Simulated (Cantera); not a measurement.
What does this Cantera script print?

```python
import numpy as np
import cantera as ct

gas_names = """
    B BH BH2 BH3 BN B2 H H2 N NH NH2 NH3 N2 N2H2 N2H4
""".split()
cond_names = """
    B(b) B(L) BN(s)
""".split()


def load(file, names, dense=False):
    # The tables refer to 1 bar. Condensed volumes are neglected.
    table = {s.name: s for s in ct.Species.list_from_file(file)}
    out = []
    for n in names:
        d = dict(table[n].input_data)
        d["thermo"] = dict(d["thermo"], **{"reference-pressure": 1e5})
        if dense:
            d["equation-of-state"] = {"model": "constant-volume", "density": "1e6 g/cm^3"}
        out.append(ct.Species.from_dict(d))
    return out


gas = ct.Solution(thermo="ideal-gas", species=load("nasa_gas.yaml", gas_names))
cond = {s.name: ct.Solution(thermo="fixed-stoichiometry", species=[s], name=s.name)
        for s in load("nasa_condensed.yaml", cond_names, dense=True)}
atoms = {
    'BN': {'B': 1, 'N': 1},
    'H2': {'H': 2},
    'N2': {'N': 2},
}
top_T = {'BN(s)': 3200}  # K; cautious upper limits of use, not melting points


def equilibrate(T, P, feed):
    n = {}
    for name, mol in feed.items():
        for a, k in atoms[name].items():
            n[a] = n.get(a, 0.0) + k * mol
    gas.TPX = T, P, n
    mass = sum(n.values()) * gas.mean_molecular_weight
    gas.equilibrate("TP")
    valid = [c for c in cond.values() if c.min_temp <= T <= top_T.get(c.name, c.max_temp)]
    mix = ct.Mixture([(gas, mass / gas.mean_molecular_weight)] + [(c, 0.0) for c in valid])
    mix.T, mix.P = T, P
    mix.equilibrate("TP", solver="vcs", rtol=1e-11, max_steps=5000)
    return mix


results = []
feed = {'BN': 1, 'H2': 14, 'N2': 1.4}  # mol
T = 1073  # K
P = 133.322  # Pa
mix = equilibrate(T, P, feed)
results.append((T, P, feed, dict(zip(mix.species_names, mix.species_moles))))
print(gas.report(threshold=0.0001))
for i in range(1, mix.n_phases):
    print(f"{mix.phase(i).name:16s} {mix.phase_moles(i):12.5e} mol")
```

Result:

```
       temperature   1073 K
          pressure   133.32 Pa
           density   6.5447e-05 kg/m^3
  mean mol. weight   4.3795 kg/kmol
   phase of matter   gas

                          1 kg             1 kmol
                     ---------------   ---------------
          enthalpy        5.2492e+06        2.2989e+07  J
   internal energy        3.2121e+06        1.4067e+07  J
           entropy             52882         2.316e+05  J/K
    Gibbs function       -5.1494e+07       -2.2551e+08  J
 heat capacity c_p            7019.2             30740  J/K
 heat capacity c_v            5120.7             22426  J/K

                      mass frac. Y      mole frac. X     chem. pot. / RT
                     ---------------   ---------------   ---------------
                H2           0.41848           0.90909           -24.399
                N2           0.58152          0.090909           -34.065
     [  +13 minor]        5.8585e-07        4.9481e-07

B(b)              0.00000e+00 mol
BN(s)             1.00000e+00 mol
```

Cantera equilibrium calculation (NASA polynomials, part measured and part estimated; ideal gas, pure solids and liquids).
